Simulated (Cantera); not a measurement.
A perfectly stirred reactor is fed with CO : H2 : CH4 : O2 : N2 = 1 : 0.84 : 1.4 : 7.29 : 27.4 (molar parts), at 0.987 atm; it is adiabatic with a 448 K inlet, and is followed from long to short residence time, starting on the burning branch (τ in s: 0.24, 0.12, 0.056, 0.027, 0.013, 0.0065, 0.0031, 0.0015, 0.00074, 0.00036, 0.00017, 8.5e-05, 4.1e-05).

Model: GRI-Mech 3.0 (53 species, 325 reactions), integrated in Cantera.

Q: Predict: blow-out, bracketed by the residence times tried; x(CO) at τ = 0.240 s; x(H2) at τ = 0.240 s; x(CH4) at τ = 0.240 s; x(H2O2) at τ = 0.240 s; x(CH2) at τ = 0.240 s; x(CO) at τ = 3.10 ms; x(H2) at τ = 3.10 ms; x(CH4) at τ = 3.10 ms; x(H2O2) at τ = 3.10 ms; x(CH2) at τ = 3.10 ms.

A: 
```
Property                                                                        Result
------------------------------------------------  ------------------------------------
blow-out, bracketed by the residence times tried  burning at 0.360 ms, out at 0.170 ms
x(CO) at τ = 0.240 s                                                          0.000210
x(H2) at τ = 0.240 s                                                           4.56e-5
x(CH4) at τ = 0.240 s                                                          5.34e-6
x(H2O2) at τ = 0.240 s                                                         6.38e-8
x(CH2) at τ = 0.240 s                                                          9.51e-9
x(CO) at τ = 3.10 ms                                                           0.00381
x(H2) at τ = 3.10 ms                                                          0.000732
x(CH4) at τ = 3.10 ms                                                          8.49e-5
x(H2O2) at τ = 3.10 ms                                                         4.22e-7
x(CH2) at τ = 3.10 ms                                                          2.96e-7
```
